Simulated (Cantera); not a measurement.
Charge: 1 mol Si, a varied amount of CO2, 260 mol N2, 0.02 mol N2O, equilibrated at 1475 °C and 0.133 bar.

Equilibrium computed with Cantera from the NASA thermochemical tables; the gas is ideal and each condensed phase is pure. Candidate condensed phases: C, Si, SiC, SiO2, Si2N2O, Si3N4; 34 gas species. Rates play no part.

Question: At 0.81 mol CO2, list the 3 most abundant gas species with their mole fractions, and the condensed phases.

Answer: N2 0.994, CO 0.00310, SiO 0.00253. Condensed: Si2N2O(s).
